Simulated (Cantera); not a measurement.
Charge: 1 mol CH3OH, 0.22 mol H2O, 0.45 mol H2, held at 550 K and 0.100 bar.

Cantera equilibrium calculation (NASA polynomials, part measured and part estimated; ideal gas, pure solids and liquids). The numbers say what is thermodynamically allowed, not how fast it happens.

| species | before | after |
|---|---|---|
| H2O | 0.473 | 0.463 |
| CH4 | 0.371 | 0.393 |
| H2 | 0.0936 | 0.124 |
| CO2 | 0.0624 | 0.0206 |
| CO | 0.000214 | 9.55e-5 |
| C(graphite), mol | 0.115 | 0 |
Gas species are given as mole fractions.

Problem. Name the change that produced these shifts.
A) temperature from 550 K to 1773 K
B) H2 from 0.45 to 1.1 mol
C) pressure from 0.100 bar to 1.00 bar
D) H2 from 0.45 to 2.6 mol

Solution. B, H2 from 0.45 to 1.1 mol
